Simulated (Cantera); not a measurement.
Input (Python, Cantera) and output of one run.

```python
import numpy as np
import cantera as ct

gas_names = [...]  # 113 gases of nasa_gas.yaml made of C, H, O, Ti
cond_names = """
    C(gr) C6H6(L) C7H8(L) C8H18(L),n-octa H2O(s) H2O(L) Ti(a) Ti(b) Ti(L) TiC(s) TiC(L) TiO(a) TiO(b)
    TiO(L) TiO2(ru) TiO2(L) Ti2O3(a) Ti2O3(b) Ti2O3(L) Ti3O5(a) Ti3O5(b) Ti3O5(L) Ti4O7(s) Ti4O7(L)
""".split()


# ... load() reads the species with a 1 bar reference pressure and builds the phases ...
atoms = {
    'TiO2': {'Ti': 1, 'O': 2},
    'C': {'C': 1},
    'H2': {'H': 2},
}
top_T = {'C(gr)': 4500}  # K; cautious upper limits of use, not melting points


# ... equilibrate(T, P, feed) seeds the gas with the atoms and calls Mixture.equilibrate('TP', solver="vcs", rtol=1e-11, max_steps=5000) ...
results = []
feed = {'TiO2': 1, 'C': 1.6, 'H2': 12}  # mol
P = 64000  # Pa
for T in [2000, 2050, 2100, 2150, 2200, 2250, 2300, 2350, 2400, 2450, 2500]:
    mix = equilibrate(T, P, feed)
    results.append((T, P, feed, dict(zip(mix.species_names, mix.species_moles))))

top = {s: max(r[3][s] / sum(r[3][g] for g in gas_names) for r in results) for s in gas_names}
cols = sorted((s for s in top if top[s] > 1e-05), key=lambda s: -top[s])[:5]
seen = [c for c in cond_names if any(r[3].get(c, 0) > 1e-12 for r in results)]
print("log10 of partial pressures in bar; condensed amounts in mol")
print(f"{'T/K':>10s}" + "".join(f"{s[:9]:>10s}" for s in cols + seen))
for T, P, feed, n in results:
    ng = sum(n[g] for g in gas_names)
    print(f"{T:10.4g}" + "".join(f"{np.log10(max(n[s] / ng * P / 1e5, 1e-99)):10.3f}" for s in cols)
          + "".join(f"{n.get(c, 0):10.4g}" for c in seen))
```

It prints:

```
log10 of partial pressures in bar; condensed amounts in mol
       T/K        H2        CO         H       TiO        Ti    TiC(s)    TiO(L)  Ti2O3(b)
      2000    -0.235    -1.250    -2.906    -6.179    -7.397    0.4417         0    0.2792
      2050    -0.240    -1.205    -2.764    -5.814    -6.935    0.3022    0.6978         0
      2100    -0.240    -1.205    -2.627    -5.505    -6.493     0.302    0.6979         0
      2150    -0.241    -1.205    -2.495    -5.212    -6.073    0.3019     0.698         0
      2200    -0.242    -1.206    -2.370    -4.933    -5.672    0.3018    0.6979         0
      2250    -0.243    -1.206    -2.251    -4.668    -5.289    0.3016    0.6978         0
      2300    -0.244    -1.207    -2.136    -4.414    -4.924    0.3015    0.6975         0
      2350    -0.245    -1.207    -2.027    -4.172    -4.575    0.3012    0.6968         0
      2400    -0.247    -1.208    -1.922    -3.941    -4.240    0.3008    0.6955         0
      2450    -0.250    -1.209    -1.822    -3.719    -3.920    0.3001    0.6933         0
      2500    -0.253    -1.210    -1.726    -3.507    -3.612    0.2987    0.6895         0
```

Cantera equilibrium calculation (NASA polynomials, part measured and part estimated; ideal gas, pure solids and liquids). Mutual solubility and eutectic melting of coexisting phases are not modelled. TiC, TiO: taken at fixed stoichiometry. Condensed phases not in the tables: solid solutions among these carbides, nitrides and lower oxides.
